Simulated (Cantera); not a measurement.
Charge: 1 mol Al2O3, 0.49 mol O2, at 2000 K and 50.0 Pa.

Cantera equilibrium calculation (NASA polynomials, part measured and part estimated; ideal gas, pure solids and liquids). Candidate condensed phases: Al, Al2O3; 9 gas species. Rates play no part.

Base state: O2 0.971, O 0.0295 (mole fractions); condensed: Al2O3(s).

Question: What changes in the equilibrium state with this change: pressure from 50.0 Pa to 3.30 bar?

Answer: 
| species | before | after |
|---|---|---|
| O2 | 0.971 | 1.000 |
| O | 0.0295 | 0.000368 |
| Al2O3(s), mol | 1.00 | 1.00 |
